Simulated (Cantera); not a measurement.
What does this Cantera script print?

```python
import numpy as np
import cantera as ct

gas_names = [...]  # 115 gases of nasa_gas.yaml made of C, Ca, H, O
cond_names = """
    C(gr) C6H6(L) C7H8(L) C8H18(L),n-octa Ca(a) Ca(b) Ca(L) CaCO3(caL) CaO(s) CaO(L) CaO2H2(s) H2O(s)
    H2O(L)
""".split()


# ... load() reads the species with a 1 bar reference pressure and builds the phases ...
atoms = {
    'CaCO3': {'Ca': 1, 'C': 1, 'O': 3},
    'C': {'C': 1},
    'H2O': {'H': 2, 'O': 1},
}
top_T = {'C(gr)': 4500}  # K; cautious upper limits of use, not melting points


# ... equilibrate(T, P, feed) seeds the gas with the atoms and calls Mixture.equilibrate('TP', solver="vcs", rtol=1e-11, max_steps=5000) ...
results = []
feed = {'CaCO3': 1, 'C': 0.24, 'H2O': 0.39}  # mol
T = 1873  # K
P = 650000  # Pa
mix = equilibrate(T, P, feed)
results.append((T, P, feed, dict(zip(mix.species_names, mix.species_moles))))
print(gas.report(threshold=1e-06))
for i in range(1, mix.n_phases):
    print(f"{mix.phase(i).name:16s} {mix.phase_moles(i):12.5e} mol")
```

It prints:

```
       temperature   1873 K
          pressure   6.5e+05 Pa
           density   1.3806 kg/m^3
  mean mol. weight   33.078 kg/kmol
   phase of matter   gas

                          1 kg             1 kmol
                     ---------------   ---------------
          enthalpy       -6.1776e+06       -2.0434e+08  J
   internal energy       -6.6484e+06       -2.1991e+08  J
           entropy            8267.9        2.7348e+05  J/K
    Gibbs function       -2.1663e+07       -7.1657e+08  J
 heat capacity c_p            1539.7             50929  J/K
 heat capacity c_v            1288.3             42614  J/K

                      mass frac. Y      mole frac. X     chem. pot. / RT
                     ---------------   ---------------   ---------------
                CO           0.22581           0.26667           -34.029
               CO2           0.65732           0.49404           -55.441
            CaO2H2         1.678e-05        7.4914e-06           -93.737
                 H        1.2861e-06        4.2204e-05           -10.492
                H2          0.001694          0.027794           -20.985
               H2O           0.11515           0.21142           -42.397
                OH        1.2814e-05        2.4922e-05           -31.905
     [ +108 minor]        5.0774e-07        4.2247e-07

C(gr)             0.00000e+00 mol
Ca(L)             0.00000e+00 mol
CaO(s)            9.99988e-01 mol
```

Equilibrium computed with Cantera from the NASA thermochemical tables; the gas is ideal and each condensed phase is pure.
